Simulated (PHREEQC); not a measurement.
Consider water at 25 °C with 0.25 mol/kgw H3PO4. Closed to the air; pH follows from the charge balance.

Computed with PHREEQC (ion-association model, wateq4f.dat).

| quantity | before | after |
|---|---|---|
| pH | 1.42 | 1.59 |
| ionic strength (mol/kgw) | 0.0444 | 0.0295 |
| H2PO4- (mol/kgw) | 0.0444 | 0.0295 |
| HPO4-2 (mol/kgw) | 1.26e-7 | 1.14e-7 |

Which change was made?
A) diluted 2-fold with water
B) H3PO4 from 0.25 to 0.5 mol/kgw
C) H3PO4 from 0.25 to 0.05 mol/kgw
D) H3PO4 replaced by K3PO4 at the same molality
E) temperature from 25 to 40 °C

A, diluted 2-fold with water

Precipitation was switched off in this run. H3PO4, which wateq4f.dat lacks, is added to it with the constant of phreeqc.dat.
